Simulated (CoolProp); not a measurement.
CHF3 (R23) along the isotherm -81.95 °C: density (kg/m³) from the reference equation and from simpler models built on Tc = 26.1 °C, pc = 4.832 MPa, ω = 0.263; each cubic takes its own stable root.

Computed with CoolProp (reference Helmholtz-energy equation of state, Penoncello 2003).

```
p (MPa)   phase  reference
-------  ------  ---------
0.518    liquid       1446
1.04     liquid       1448
1.55     liquid       1449
2.07     liquid       1450
2.59     liquid       1452
3.11     liquid       1453
3.62     liquid       1454
4.14     liquid       1455
4.66     liquid       1457
5.18     liquid       1458
5.69     liquid       1459
6.21     liquid       1460
6.73     liquid       1461
7.25     liquid       1463
```

Q: How far does each simpler model (van der Waals, Redlich-Kwong, Soave-Redlich-Kwong, Peng-Robinson) lie from the reference over these 14 states: mean and median of the absolute difference, and the worst?

A: 
- van der Waals: mean 46.8 %, median 42.8 %, worst -98.2 % at -81.95 °C and 0.518 MPa
- Redlich-Kwong: mean 17.0 %, median 16.9 %, worst -17.4 % at -81.95 °C and 0.518 MPa
- Soave-Redlich-Kwong: mean 14.3 %, median 14.3 %, worst -14.4 % at -81.95 °C and 0.518 MPa
- Peng-Robinson: mean 3.3 %, median 3.2 %, worst -3.3 % at -81.95 °C and 0.518 MPa

At some of these states van der Waals gives the other phase, because its saturation line lies elsewhere.
